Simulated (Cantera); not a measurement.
Input: 1 mol CH2F2, 1.9 mol F2, 11 mol H2, equilibrated at 69.0 mbar.

Method: chemical equilibrium by Gibbs-energy minimisation in Cantera with the NASA 1993 tables (ideal gas, pure condensed phases). Candidate condensed phases: C, C6H6, C7H8, C8H18; 95 gas species. Rates play no part. All values below are at 1377 °C.

Base state: H2 0.610, HF 0.389, H 0.000270, CH4 3.42e-5, C2H2 (acetylene) 2.78e-5 (mole fractions); condensed: C(graphite).

Question: What changes in the equilibrium state with this change: H2 from 11 to 0.16 mol?

Answer: 
```csv
species,before,after
HF,0.389,0.727
CF4,<1e-9,0.272
CF2,<1e-9,0.000648
H2,0.610,3.01e-8
CF3,<1e-9,0.000120
CH4,3.42e-5,<1e-9
C2H2 (acetylene),2.78e-5,<1e-9
F,1.27e-8,0.000106
"C(graphite), mol",0.999,0.129
```
Gases not in the tables: C2F6 and larger saturated fluorocarbons.
